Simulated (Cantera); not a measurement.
An isothermal, constant-pressure homogeneous reactor starts with NH₃ : H₂ = 1 : 3.3 (molar parts), at 2075 K and 0.0133 bar.

Computed with Cantera and the gas-phase N/H chemistry of the illustrative SiF4/NH3 mechanism in the Surface Chemkin manual (1991). Walls and surfaces, which speed up NH3 decomposition in real reactors, are not modelled.

x: mole fraction; the columns are a selection and need not sum to one.

| t (s) | x NH₃ | x H₂ | x N | x N₂ | x N₂H₂ | x NH | x N₂H₄ |
|---|---|---|---|---|---|---|---|
| 1.00e-5 | 0.233 | 0.767 | <1e-12 | <1e-12 | <1e-12 | 3.70e-12 | <1e-12 |
| 3.94e-5 | 0.233 | 0.767 | <1e-12 | <1e-12 | 2.91e-12 | 1.56e-10 | <1e-12 |
| 0.000155 | 0.233 | 0.767 | 4.12e-12 | 4.31e-11 | 9.58e-11 | 4.12e-9 | <1e-12 |
| 0.000611 | 0.233 | 0.767 | 3.62e-10 | 9.65e-9 | 2.16e-9 | 7.50e-8 | 6.30e-12 |
| 0.00241 | 0.232 | 0.767 | 2.34e-8 | 1.22e-6 | 4.98e-8 | 1.19e-6 | 9.72e-11 |
| 0.00949 | 0.231 | 0.767 | 9.76e-7 | 0.000144 | 1.17e-6 | 1.43e-5 | 1.19e-9 |
| 0.0374 | 0.224 | 0.771 | 2.43e-6 | 0.00308 | 2.57e-6 | 2.62e-5 | 2.13e-9 |
| 0.147 | 0.195 | 0.788 | 2.44e-6 | 0.0147 | 2.16e-6 | 2.50e-5 | 1.77e-9 |
| 0.580 | (withheld) | 0.834 | 2.43e-6 | (withheld) | (withheld) | (withheld) | 8.83e-10 |
| 2.28 | 0.0211 | 0.891 | 2.41e-6 | 0.0856 | 1.64e-7 | 1.16e-5 | 8.51e-11 |
| 9.00 | (withheld) | 0.888 | (withheld) | (withheld) | 4.86e-12 | (withheld) | <1e-12 |

**Question.** Some entries are withheld; supply them.

**Answer.** 
- 0.580, x NH₃: 0.118
- 0.580, x N₂: 0.0460
- 0.580, x N₂H₂: 1.17e-6
- 0.580, x NH: 2.09e-5
- 9.00, x NH₃: 7.32e-6
- 9.00, x N: 5.09e-7
- 9.00, x N₂: 0.0935
- 9.00, x NH: 2.89e-7
